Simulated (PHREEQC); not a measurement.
Solution (60 °C): 140 mmol/kgw HCl. It is in equilibrium with CO2 at log p = -3.5 (atm). Otherwise closed; pH follows from the charge balance.

All values are PHREEQC results (ion-association model, wateq4f.dat), not measurements.

No solid was allowed to form.

Task: What pH does the model give?

Result: pH 0.95.

Away from 25 °C the constants follow the database's enthalpies or fits; those with neither stay at their 25 °C values.
